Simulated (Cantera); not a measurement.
An isothermal, constant-pressure homogeneous reactor starts with 26.4 % CH4, 34.3 % H2O, 36.9 % H2, 2.48 % N2, at 1650 K and 97.5 Torr.

Model: GRI-Mech 3.0 (53 species, 325 reactions), integrated in Cantera.

x: mole fraction; the columns are a selection and need not sum to one.

| t (s) | x CH4 | x H2O | x H2 | x HCO | x C2H | x CO | x O2 |
|---|---|---|---|---|---|---|---|
| 0.000100 | 0.263 | 0.343 | 0.369 | <1e-12 | <1e-12 | 1.51e-11 | <1e-12 |
| 0.000316 | 0.263 | 0.343 | 0.369 | 2.39e-11 | <1e-12 | 3.95e-9 | <1e-12 |
| 0.00100 | 0.262 | 0.342 | 0.370 | 1.06e-9 | 4.19e-12 | 6.64e-7 | 1.73e-12 |
| 0.00316 | 0.257 | 0.342 | 0.373 | 5.61e-9 | 4.92e-10 | 2.12e-5 | 3.43e-11 |
| 0.0100 | 0.239 | 0.337 | 0.389 | 5.87e-9 | (withheld) | 0.000128 | 1.34e-10 |
| 0.0316 | 0.195 | 0.324 | 0.429 | 4.93e-9 | (withheld) | 0.000541 | 1.66e-10 |
| 0.100 | 0.121 | 0.301 | 0.498 | 3.46e-9 | (withheld) | 0.00231 | 1.10e-10 |
| 0.316 | 0.0534 | 0.272 | 0.567 | 2.08e-9 | 9.95e-8 | 0.00931 | 8.30e-11 |
| 1.00 | 0.0247 | 0.230 | 0.617 | 1.75e-9 | 1.02e-7 | 0.0316 | 6.62e-11 |

**Question.** Some entries are withheld; supply them.

**Answer.** 
- 0.0100, x C2H: 6.68e-9
- 0.0316, x C2H: 2.68e-8
- 0.100, x C2H: 6.25e-8
